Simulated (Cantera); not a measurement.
A closed system holds: 1 mol Cr, 0.12 mol O2, 0.55 mol N2, at 6.90 Pa.

Cantera equilibrium calculation (NASA polynomials, part measured and part estimated; ideal gas, pure solids and liquids). Candidate condensed phases: Cr, CrN, Cr2N, Cr2O3; 14 gas species. Mutual solubility and eutectic melting of coexisting phases are not modelled. Rates play no part.

Question: Which condensed phases are stable at each of these points (T (°C)): 1125, 1225, 1325, 1425, 1525, 1625, 1725, 1825, 1925, 2025, 2125, 2225, 2325?

Answer: 
```json
[
 {"T (°C)": "1125", "condensed phases": "Cr(s) + Cr2O3(s)", "Cr condensed (%)": "100.0"},
 {"T (°C)": "1225", "condensed phases": "Cr(s) + Cr2O3(s)", "Cr condensed (%)": "99.6"},
 {"T (°C)": "1325", "condensed phases": "Cr(s) + Cr2O3(s)", "Cr condensed (%)": "96.9"},
 {"T (°C)": "1425", "condensed phases": "Cr(s) + Cr2O3(s)", "Cr condensed (%)": "77.2"},
 {"T (°C)": "1525", "condensed phases": "Cr2O3(s)", "Cr condensed (%)": "15.7"},
 {"T (°C)": "1625", "condensed phases": "Cr2O3(s)", "Cr condensed (%)": "14.6"},
 {"T (°C)": "1725", "condensed phases": "Cr2O3(s)", "Cr condensed (%)": "10.4"},
 {"T (°C)": "1825", "condensed phases": "gas only", "Cr condensed (%)": "0.0"},
 {"T (°C)": "1925", "condensed phases": "gas only", "Cr condensed (%)": "0.0"},
 {"T (°C)": "2025", "condensed phases": "gas only", "Cr condensed (%)": "0.0"},
 {"T (°C)": "2125", "condensed phases": "gas only", "Cr condensed (%)": "0.0"},
 {"T (°C)": "2225", "condensed phases": "gas only", "Cr condensed (%)": "0.0"},
 {"T (°C)": "2325", "condensed phases": "gas only", "Cr condensed (%)": "0.0"}
]
```

From 1125 °C to 1425 °C the condensed part is Cr(s) + Cr2O3(s). From 1525 °C to 1725 °C the condensed part is Cr2O3(s). From 1825 °C to 2325 °C nothing is condensed.
